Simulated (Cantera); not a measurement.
A closed system holds: 1 mol Si2Cl6, 0.16 mol Cl2, 19 mol N2, held at 1298 K and 100 Torr.

Method: chemical equilibrium by Gibbs-energy minimisation in Cantera with the NASA 1993 tables (ideal gas, pure condensed phases). Candidate condensed phases: Si, Si3N4; 13 gas species. The feed counts by its element totals alone. N2 is the only nitrogen source here; it is nearly inert below about 1500 K, so the nitride shown seldom forms there in practice. The tables' values for SiCl3 are old estimates; treat these amounts as uncertain. The numbers say what is thermodynamically allowed, not how fast it happens.

Base state: N2 0.921, SiCl4 0.0751, SiCl3 0.00296, SiCl2 0.000695 (mole fractions); condensed: Si3N4(s).

Task: What changes in the equilibrium state with this change: 0.035 mol NH3 added?

Result: 
```tsv
species	before	after
N2	0.921	0.918
SiCl4	0.0751	0.0736
HCl	0	0.00508
H2	0	2.45e-5
SiHCl3	0	1.60e-5
SiCl3	0.00296	0.00291
SiCl2	0.000695	0.000689
Si3N4(s), mol	0.133	0.141
```
Further candidate phases: NH4Cl.

Task: What changes in the equilibrium state with this change: pressure from 100 Torr to 7.50 Torr?

Result: 
```tsv
species	before	after
N2	0.921	0.918
SiCl4	0.0751	0.0683
SiCl3	0.00296	0.00810
SiCl2	0.000695	0.00574
Cl	2.56e-6	1.13e-5
Si3N4(s), mol	0.133	0.107
```
